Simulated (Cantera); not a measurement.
An adiabatic, constant-pressure homogeneous reactor starts with 14.8 % CH4, 17.5 % O2, 65.5 % N2, 2.22 % H2O, equivalence ratio 1.7, at 1200 K and 101000 Pa.

Computed with Cantera and GRI-Mech 3.0 (53 species, 325 reactions).

One state of this run: T (K) = 1342; x CH4 = 0.122; x O2 = 0.153; x H2O = 0.0465; x CH2O = 0.00358; x NO = 5.45e-12; x C2H2 = 1.56e-5. x: mole fraction; the columns are a selection and need not sum to one.

Problem. Which value of t (s) does it belong to?
(A) 0.000251
(B) 3.98e-6
(C) 0.0631
(D) 1.00

Solution. C, 0.0631
